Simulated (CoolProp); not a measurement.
500 sccm (0 °C, 1 atm) of nitrogen bubbles through liquid octamethyltrisiloxane (MDM) at 342.5 K and leaves saturated at a total pressure of 0.0306 MPa (ideal gas phase). Each further row changes one setting.

Values from CoolProp's reference Helmholtz-energy equation of state, Thol 2017.

```csv
case,vapour pressure (kPa),mole fraction of vapour,delivery (mg/min),delivery (sccm),change of delivery for a bath 1 K warmer (%)
as stated,5.68,0.186,1200,114,5.8
bath temperature 347.5 K,7.12,0.233,1600,152,5.9
total pressure 0.0612 MPa,5.68,0.0929,540,51.2,5.2
```
